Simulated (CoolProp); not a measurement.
Vapour-liquid equilibrium of n-hexane (1) + benzene (2) at 144.25 °C; x and y are mole fractions of (1).

Values from CoolProp's multi-fluid Helmholtz-energy mixture model, Thol 2019 and Thol 2012; pair parameters Bell 2016.

```json
[
 {"x": "0.05", "bubble pressure (MPa)": "0.5385", "y at the bubble point": "0.082", "dew pressure at overall composition x (MPa)": "0.5301", "liquid density (mol/L)": "9.198"},
 {"x": "0.15", "bubble pressure (MPa)": "0.5736", "y at the bubble point": "0.216", "dew pressure at overall composition x (MPa)": "0.5564", "liquid density (mol/L)": "8.757"},
 {"x": "0.25", "bubble pressure (MPa)": "0.6010", "y at the bubble point": "0.325", "dew pressure at overall composition x (MPa)": "0.5824", "liquid density (mol/L)": "8.349"},
 {"x": "0.35", "bubble pressure (MPa)": "0.6225", "y at the bubble point": "0.420", "dew pressure at overall composition x (MPa)": "0.6070", "liquid density (mol/L)": "7.974"},
 {"x": "0.45", "bubble pressure (MPa)": "0.6395", "y at the bubble point": "0.507", "dew pressure at overall composition x (MPa)": "0.6288", "liquid density (mol/L)": "7.626"},
 {"x": "0.55", "bubble pressure (MPa)": "0.6526", "y at the bubble point": "0.591", "dew pressure at overall composition x (MPa)": "0.6466", "liquid density (mol/L)": "7.306"},
 {"x": "0.65", "bubble pressure (MPa)": "0.6624", "y at the bubble point": "0.676", "dew pressure at overall composition x (MPa)": "0.6597", "liquid density (mol/L)": "7.009"},
 {"x": "0.75", "bubble pressure (MPa)": "0.6689", "y at the bubble point": "0.762", "dew pressure at overall composition x (MPa)": "0.6682", "liquid density (mol/L)": "6.734"},
 {"x": "0.85", "bubble pressure (MPa)": "0.6725", "y at the bubble point": "0.853", "dew pressure at overall composition x (MPa)": "0.6724", "liquid density (mol/L)": "6.479"},
 {"x": "0.95", "bubble pressure (MPa)": "0.6730", "y at the bubble point": "0.950", "dew pressure at overall composition x (MPa)": "0.6730", "liquid density (mol/L)": "6.242"}
]
```

y crosses x between x = 0.85 and 0.95: the model has an azeotrope there.

The pair parameters rest on a limited set of measurements; away from them the model extrapolates.
